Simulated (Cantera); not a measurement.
Input (Python, Cantera):

```python
import numpy as np
import cantera as ct

gas = ct.Solution("gri30.yaml")
gas.TPX = 1350, 37000, {'CO': 1, 'H2': 0.49, 'CH4': 0.063, 'O2': 1.08, 'N2': 6.56}
reactor = ct.IdealGasReactor(gas, energy="on", clone=False)
net = ct.ReactorNet([reactor])
net.rtol, net.atol = 1e-08, 1e-16
show = ['CO', 'H2', 'CH4', 'OH', 'HCN', 'CH3', 'HO2']
times = np.geomspace(8e-06, 0.1, 11)

steps = ct.SolutionArray(gas, extra=["t"])
rows = []
print(f"{'t/s':>10s}{'T/K':>9s}{'P/Pa':>11s}" + "".join(f"{s:>11s}" for s in show))
for t in times:
    while net.time < t:
        t_next = net.step()
        steps.append(gas.state, t=t_next)
    rows.append([np.interp(t, steps.t, y) for y in (steps.T, steps.P, *steps(*show).X.T)])
    print(f"{t:10.3e}{rows[-1][0]:9.1f}{rows[-1][1]:11.4g}" + "".join(f"{x:11.3e}" for x in rows[-1][2:]))
rate = np.gradient(steps.T, steps.t)
print("integrator steps:", len(steps.t))
if steps.T.max() > steps.T[0] + 200:
    print(f"time of steepest temperature rise: {steps.t[rate.argmax()]:.4e} s")
gas.TPX = 1350, 37000, {'CO': 1, 'H2': 0.49, 'CH4': 0.063, 'O2': 1.08, 'N2': 6.56}
gas.equilibrate("UV")
print(f"equilibrium (UV): T = {gas.T:.1f} K  " + "  ".join(f"{s} {gas[s].X[0]:.3e}" for s in show))
```

Result:

```
       t/s      T/K       P/Pa         CO         H2        CH4         OH        HCN        CH3        HO2
 8.000e-06   1350.0    3.7e+04  1.088e-01  5.330e-02  6.853e-03  8.074e-09  6.273e-23  8.645e-09  1.703e-08
 2.055e-05   1350.0    3.7e+04  1.088e-01  5.330e-02  6.853e-03  4.798e-08  3.273e-21  8.180e-08  4.546e-08
 5.278e-05   1350.0    3.7e+04  1.088e-01  5.329e-02  6.850e-03  1.455e-06  4.902e-17  3.119e-06  2.987e-07
 1.356e-04   1500.3  4.118e+04  1.081e-01  2.835e-02  9.555e-04  4.151e-03  3.920e-08  1.093e-04  2.154e-05
 3.482e-04   1966.0   5.28e+04  5.519e-02  8.465e-03  6.976e-17  1.081e-02  2.049e-12  1.109e-15  4.045e-06
 8.944e-04   2326.7  6.109e+04  4.642e-02  5.869e-03  1.048e-17  1.219e-02  7.648e-12  2.204e-16  2.382e-06
 2.297e-03   2550.7  6.603e+04  3.470e-02  3.753e-03  1.532e-17  1.078e-02  4.044e-11  2.177e-16  3.054e-06
 5.901e-03   2577.5  6.658e+04  3.255e-02  3.455e-03  1.796e-17  1.020e-02  8.140e-11  2.327e-16  3.230e-06
 1.516e-02   2571.6   6.64e+04  3.243e-02  3.456e-03  1.829e-17  9.905e-03  1.158e-10  2.311e-16  3.066e-06
 3.893e-02   2569.5  6.634e+04  3.239e-02  3.457e-03  1.841e-17  9.796e-03  1.276e-10  2.304e-16  3.007e-06
 1.000e-01   2569.4  6.634e+04  3.239e-02  3.457e-03  1.841e-17  9.793e-03  1.280e-10  2.304e-16  3.005e-06
integrator steps: 1473
time of steepest temperature rise: 1.3210e-04 s
equilibrium (UV): T = 2569.4 K  CO 3.239e-02  H2 3.457e-03  CH4 2.610e-17  OH 9.793e-03  HCN 1.280e-10  CH3 3.267e-16  HO2 3.005e-06
```

Computed with Cantera and GRI-Mech 3.0 (53 species, 325 reactions).
